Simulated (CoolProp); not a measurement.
Vapour-liquid equilibrium of cis-2-butene (1) + ethanol (2) at 84.25 °C; x and y are mole fractions of (1).

The numbers come from the multi-fluid Helmholtz-energy mixture model, Lemmon 2005 and Schroeder 2014; pair parameters Bell 2016 in CoolProp.

```csv
x,"bubble pressure, mixture model (bar)","bubble pressure, Raoult's law (bar)","y, mixture model","y, Raoult's law"
0.05,2.868,1.717,0.562,0.297
0.15,5.532,2.611,0.781,0.587
0.25,7.274,3.506,0.840,0.728
0.35,8.200,4.400,0.863,0.812
0.45,8.617,5.295,0.872,0.868
0.55,8.822,6.189,0.878,0.908
0.65,9.011,7.084,0.885,0.937
0.75,9.280,7.978,0.897,0.960
0.85,9.642,8.873,0.922,0.979
0.95,10.04,9.767,0.966,0.994
```

The largest gap from Raoult's law is +111.9 % in bubble pressure, at x = 0.15. No azeotrope shows between x = 0.05 and 0.95.

Pair parameters are fitted to limited data, so mixtures are less certain than the pure fluids. With so large a gap from Raoult's law the liquid may split in two, which this calculation doesn't test in full.
